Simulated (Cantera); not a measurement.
# Moist CO burnout

A perfectly stirred reactor is fed with 0.538 % CO, 3.27 % O₂, 0.0577 % H₂O, 96.1 % N₂, equivalence ratio 0.082, at 6980 Torr; it is held at 1100 K, and followed from long to short residence time.

Computed with Cantera and GRI-Mech 3.0 (53 species, 325 reactions).

```
τ (s)       x CO    x O₂     x H₂O     x N₂O     x NO₂
-------  -------  ------  --------  --------  --------
0.41     0.00396  0.0320  0.000576   5.13e-7   2.54e-9
0.17     0.00469  0.0323  0.000576   2.42e-7  5.16e-10
0.070    0.00509  0.0325  0.000576   1.01e-7  8.43e-11
0.029    0.00528  0.0326  0.000576   3.68e-8  1.03e-11
0.012    0.00536  0.0327  0.000577   8.92e-9    <1e-12
0.0048   0.00538  0.0327  0.000577  7.09e-10    <1e-12
0.0020   0.00538  0.0327  0.000577  1.58e-10    <1e-12
0.00080  0.00538  0.0327  0.000577  4.35e-11    <1e-12
0.00033  0.00538  0.0327  0.000577  1.18e-11    <1e-12
0.00014  0.00538  0.0327  0.000577  2.88e-12    <1e-12
```
x: mole fraction; the columns are a selection and need not sum to one.
